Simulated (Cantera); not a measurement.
Input: 1 mol Ti(OiPr)4, 1 mol H2O, 99 mol H2, held at 0.133 bar.

Cantera equilibrium calculation (NASA polynomials, part measured and part estimated; ideal gas, pure solids and liquids). Candidate condensed phases: C, C6H6, C7H8, C8H18, H2O, Ti, TiC, TiO, TiO2, Ti2O3, Ti3O5, Ti4O7; 113 gas species. The feed counts by its element totals alone. TiC: taken at fixed stoichiometry. Condensed phases not in the tables: Magnéli phases beyond Ti4O7. Equilibrium is a limit: real reactors are often held back by kinetics, nucleation or transport.

log p: log10 of the partial pressure in bar; n: condensed amount in mol.

| T (K) | log p H2 | log p CO | log p CH4 | log p H | log p C2H2 (acetylene) | log p H2O | n C(graphite) | n TiO2(rutile) | n Ti3O5(s) | n TiC(s) |
|---|---|---|---|---|---|---|---|---|---|---|
| 1098 | -0.89 | -2.47 | -3.21 | -8.05 | -8.78 | -4.39 | 8.50 | 1.00 | 0 | 0 |
| 1198 | -0.89 | -2.42 | -3.57 | -7.17 | -7.89 | -4.89 | 8.44 | 0 | 0.333 | 0 |
| 1298 | -0.89 | -2.25 | -3.89 | -6.42 | -7.15 | -5.18 | 5.89 | 0 | 0 | 1.00 |
| 1398 | -0.89 | -2.25 | -4.15 | -5.77 | -6.50 | -5.57 | 5.94 | 0 | 0 | 1.00 |
| 1498 | -0.89 | -2.25 | -4.37 | -5.21 | -5.95 | -5.90 | 5.96 | 0 | 0 | 1.00 |
| 1598 | -0.89 | -2.25 | -4.57 | -4.72 | -5.46 | -6.20 | 5.97 | 0 | 0 | 1.00 |
| 1698 | -0.89 | -2.25 | [?] | [?] | [?] | [?] | 5.97 | 0 | 0 | 1.00 |
| 1798 | -0.89 | -2.25 | -4.90 | -3.90 | -4.66 | -6.69 | 5.95 | 0 | 0 | 1.00 |
| 1898 | -0.89 | -2.25 | [?] | [?] | [?] | [?] | 5.91 | 0 | 0 | 1.00 |
| 1998 | -0.90 | -2.25 | -5.16 | -3.24 | -4.02 | -7.08 | 5.82 | 0 | 0 | 1.000 |

What belongs in the gaps?


- 1898, log p CH4: -5.04
- 1898, log p H: -3.55
- 1898, log p C2H2 (acetylene): -4.32
- 1898, log p H2O: -6.89
- 1698, log p CH4: -4.75
- 1698, log p H: -4.29
- 1698, log p C2H2 (acetylene): -5.04
- 1698, log p H2O: -6.46
